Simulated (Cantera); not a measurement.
B₂H₆ + NH₃ + H₂ (boron, boron nitride and boron oxide)

Feed: 1 mol B₂H₆, a varied amount of NH₃, 6.4 mol H₂, equilibrated at 12.0 mbar.

These are equilibrium values from Cantera (NASA tables, ideal gas, pure condensed phases), not measurements of a reactor. Candidate condensed phases: B, BN; 15 gas species. The feed counts by its element totals alone. Mutual solubility and eutectic melting of coexisting phases are not modelled. Kinetics and transport are ignored.

### Question
Map the stable condensed phases over T = 600, 750, 900, 1050, 1200, 1350, 1500, 1650, 1800, 1950, 2100 °C and n(NH₃) in mol = 0.15, 0.43, 0.72, 1, 1.3, 1.6, 1.9, 2.1, 2.4.

### Answer
```
T in °C \ n(NH₃) in mol
         0.15 0.43 0.72    1  1.3  1.6  1.9  2.1  2.4
   2100     A    A    A    A    A    A    A    A    A
   1950     A    A    A    A    A    A    A    A    A
   1800     A    A    B    B    B    B    B    B    B
   1650     B    B    B    B    B    B    B    C    C
   1500     B    B    B    B    B    B    B    C    C
   1350     B    B    B    B    B    B    B    C    C
   1200     B    B    B    B    B    B    B    C    C
   1050     B    B    B    B    B    B    B    C    C
    900     B    B    B    B    B    B    B    C    C
    750     B    B    B    B    B    B    B    C    C
    600     B    B    B    B    B    B    B    C    C
```
A: B; B: B + BN; C: BN.
